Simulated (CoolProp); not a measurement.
Computed with CoolProp (reference Helmholtz-energy equation of state, Thol 2019).

Q: For n-hexane, give the phase and the Z, Joule-Thomson coefficient (K/MPa), expansivity (1/kK), viscosity (µPa s) at 600 K and 14.2 MPa; 600 K and 24.4 MPa.

A: 
- 600 K and 14.2 MPa: supercritical; Z 0.667, Joule-Thomson coefficient 0.760, expansivity 3.30, viscosity 51.5
- 600 K and 24.4 MPa: supercritical; Z 0.967, Joule-Thomson coefficient 0.0940, expansivity 1.89, viscosity 69.9

Viscosity comes from a separate model (Michailidou 2013).
